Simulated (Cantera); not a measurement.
Input: 1 mol n-butane, 0.85 mol O2, 0.42 mol N2, 0.0002 mol NH3, equilibrated at 10.0 mbar.

Cantera equilibrium calculation (NASA polynomials, part measured and part estimated; ideal gas, pure solids and liquids). Candidate condensed phases: C, C6H6, C7H8, C8H18, H2O; 169 gas species. Ions and electrons are included (thermal ionisation). Rates play no part.

Question: Which condensed phases are stable at each of these points (T (°C)): 1727, 2227, 2727, 3227, 3727, 4227, 4727?

Answer: 
| T (°C) | condensed phases | C condensed (%) |
|---|---|---|
| 1727 | C(graphite) | 56.8 |
| 2227 | C(graphite) | 52.6 |
| 2727 | C(graphite) | 13.9 |
| 3227 | gas only | 0.0 |
| 3727 | gas only | 0.0 |
| 4227 | gas only | 0.0 |
| 4727 | gas only | 0.0 |

From 1727 °C to 2727 °C the condensed part is C(graphite). From 3227 °C to 4727 °C nothing is condensed.
